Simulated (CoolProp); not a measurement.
Vapour-liquid equilibrium of n-decane (1) + n-dodecane (2) at 258.75 °C; x and y are mole fractions of (1).

Computed with CoolProp (multi-fluid Helmholtz-energy mixture model, Lemmon 2006 and Lemmon 2004; pair parameters Bell 2016).

```
x     bubble pressure (MPa)  y at the bubble point  dew pressure at overall composition x (MPa)  liquid density (mol/L)
----  ---------------------  ---------------------  -------------------------------------------  ----------------------
0.05                 0.2671                  0.093                                       0.2602                   3.256
0.15                 0.2971                  0.258                                       0.2767                   3.292
0.25                 0.3284                  0.398                                       0.2955                   3.328
0.35                 0.3607                  0.516                                       0.3170                   3.364
0.45                 0.3938                  0.618                                       0.3419                   3.401
0.55                 0.4276                  0.707                                       0.3710                   3.438
0.65                 0.4620                  0.784                                       0.4053                   3.475
0.75                 0.4968                  0.854                                       0.4461                   3.512
0.85                 0.5323                  0.916                                       0.4949                   3.550
0.95                 0.5684                  0.973                                       0.5535                   3.588
```

No azeotrope shows between x = 0.05 and 0.95.

The pair parameters rest on a limited set of measurements; away from them the model extrapolates.
